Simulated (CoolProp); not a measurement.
Vapour-liquid equilibrium of dimethyl ether (1) + R236FA (2) at 0.291 bar; x and y are mole fractions of (1).

Values from CoolProp's multi-fluid Helmholtz-energy mixture model, Wu 2011 and Pan 2012; pair parameters Bell 2016.

| x | bubble temperature (°C) | y at the bubble point | dew temperature at overall composition x (°C) | liquid density (mol/L) |
|---|---|---|---|---|
| 0.05 | -28.2 | 0.065 | ___ | ___ |
| 0.2 | -29.6 | ___ | ___ | 11.00 |
| 0.35 | -32.2 | 0.532 | -30.2 | 11.83 |
| 0.5 | -36.2 | 0.748 | ___ | ___ |
| 0.65 | -40.9 | 0.892 | ___ | 13.82 |
| 0.8 | -45.5 | 0.966 | -37.6 | 14.99 |
| 0.95 | -49.2 | 0.995 | -44.2 | 16.25 |

**Question.** What belongs in the gaps?

**Answer.** 
- 0.05, dew temperature at overall composition x (°C): -28.1
- 0.05, liquid density (mol/L): 10.26
- 0.2, y at the bubble point: 0.287
- 0.2, dew temperature at overall composition x (°C): -29.0
- 0.5, dew temperature at overall composition x (°C): -31.8
- 0.5, liquid density (mol/L): 12.77
- 0.65, dew temperature at overall composition x (°C): -34.1

No azeotrope shows between x = 0.05 and 0.95.

The pair parameters rest on a limited set of measurements; away from them the model extrapolates.
